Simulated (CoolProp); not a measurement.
Octamethyltrisiloxane (MDM) at several states: fugacity coefficient from the reference equation and from simpler models built on Tc = 565.4 K, pc = 1.438 MPa, ω = 0.528; each cubic takes its own stable root.

Values from CoolProp's reference Helmholtz-energy equation of state, Thol 2017.

```
T (K)  p (MPa)   phase  reference
-----  -------  ------  ---------
316.8   0.0297  liquid    0.05205
387.4     5.98  liquid   0.009670
357.7    0.659  liquid    0.01757
```

Task: How far does each simpler model (van der Waals, Redlich-Kwong, Soave-Redlich-Kwong, Peng-Robinson) lie from the reference over these 3 states: mean and median of the absolute difference, and the worst?

Result: 
- van der Waals: mean 1338.0 %, median 1330.8 %, worst +1776.8 % at 316.8 K and 0.0297 MPa
- Redlich-Kwong: mean 454.8 %, median 348.9 %, worst +781.7 % at 316.8 K and 0.0297 MPa
- Soave-Redlich-Kwong: mean 3.3 %, median 3.9 %, worst +5.0 % at 387.4 K and 5.98 MPa
- Peng-Robinson: mean 6.0 %, median 4.0 %, worst +13.1 % at 316.8 K and 0.0297 MPa

At some of these states van der Waals gives the other phase, because its saturation line lies elsewhere.
